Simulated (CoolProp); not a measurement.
Vapour-liquid equilibrium of isohexane (1) + ethanol (2) at 105.25 °C; x and y are mole fractions of (1).

The numbers come from the multi-fluid Helmholtz-energy mixture model, Lemmon 2006 and Schroeder 2014; pair parameters Bell 2016 in CoolProp.

Give the bubble pressure and the first vapour's composition at x = 0.05, 0.35, 0.8. Is there an azeotrope?

x = 0.05: 333.9 kPa, y = 0.223; x = 0.35: 468.4 kPa, y = 0.526; x = 0.8: 458.9 kPa, y = 0.670. y crosses x between x = 0.5 and 0.65: the model has an azeotrope there.

Pair parameters are fitted to limited data, so mixtures are less certain than the pure fluids. With so large a gap from Raoult's law the liquid may split in two, which this calculation doesn't test in full.
